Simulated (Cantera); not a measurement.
Standard-state values (1 bar) from the NASA 1993 polynomials, evaluated with Cantera. Values are per mole of reaction as written; species without (g) are pure solids or liquids, kept so even where they would boil at 1 bar.

2 OH(g) + 2 V2O3 = H2(g) + 2 V2O4

| T (K) | ΔH° (kJ) | ΔS° (J/K) | ΔG° (kJ) | log10 K |
|---|---|---|---|---|
| 450 | (withheld) | (withheld) | (withheld) | (withheld) |
| 525 | -476.6 | -171.4 | -386.6 | 38.46 |
| 600 | (withheld) | (withheld) | (withheld) | (withheld) |
| 675 | (withheld) | (withheld) | (withheld) | (withheld) |
| 750 | -473.7 | -166.9 | -348.5 | 24.27 |
| 825 | (withheld) | (withheld) | (withheld) | (withheld) |

Problem. Complete the blanks.

Solution. 
- 450, ΔH° (kJ): -477.3
- 450, ΔS° (J/K): -172.8
- 450, ΔG° (kJ): -399.5
- 450, log10 K: 46.37
- 600, ΔH° (kJ): -475.8
- 600, ΔS° (J/K): -169.9
- 600, ΔG° (kJ): -373.8
- 600, log10 K: 32.54
- 675, ΔH° (kJ): -474.8
- 675, ΔS° (J/K): -168.4
- 675, ΔG° (kJ): -361.1
- 675, log10 K: 27.94
- 825, ΔH° (kJ): -472.6
- 825, ΔS° (J/K): -165.4
- 825, ΔG° (kJ): -336.1
- 825, log10 K: 21.28
